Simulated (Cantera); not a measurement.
Feed: 1 mol CO₂, 0.06 mol H₂, equilibrated at 13500 Torr.

Method: chemical equilibrium by Gibbs-energy minimisation in Cantera with the NASA 1993 tables (ideal gas, pure condensed phases). Candidate condensed phases: C, C₆H₆, C₇H₈, C₈H₁₈, H₂O; 110 gas species. Equilibrium is a limit: real reactors are often held back by kinetics, nucleation or transport. All values below are at 2277 °C.

Base state: CO₂ 0.846, CO 0.0831, H₂O 0.0533, O₂ 0.0131, OH 0.00299, H₂ 0.000827, O 0.000499, H 0.000211 (mole fractions); condensed: gas only.

Q: What changes in the equilibrium state with this change: pressure from 13500 Torr to 1.00 Torr?

A: 
| species | before | after |
|---|---|---|
| CO | 0.0831 | 0.478 |
| O | 0.000499 | 0.186 |
| O₂ | 0.0131 | 0.135 |
| CO₂ | 0.846 | 0.134 |
| H | 0.000211 | 0.0428 |
| H₂O | 0.0533 | 0.00447 |
| OH | 0.00299 | 0.0167 |
| H₂ | 0.000827 | 0.00251 |
